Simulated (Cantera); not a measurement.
Charge: 1 mol PbO, a varied amount of N2, 0.24 mol H2, equilibrated at 1225 °C and 15.8 Torr.

Cantera equilibrium calculation (NASA polynomials, part measured and part estimated; ideal gas, pure solids and liquids). Candidate condensed phases: H2O, Pb, PbO, PbO2, Pb3O4; 27 gas species. Gases not in the tables: (PbO)n polymers. Rates play no part.

Problem. At 7.3 mol N2, list the 4 most abundant gas species with their mole fractions, and the condensed phases.

Solution. N2 0.850, PbO 0.0786, Pb 0.0379, H2O 0.0279. Condensed: gas only.
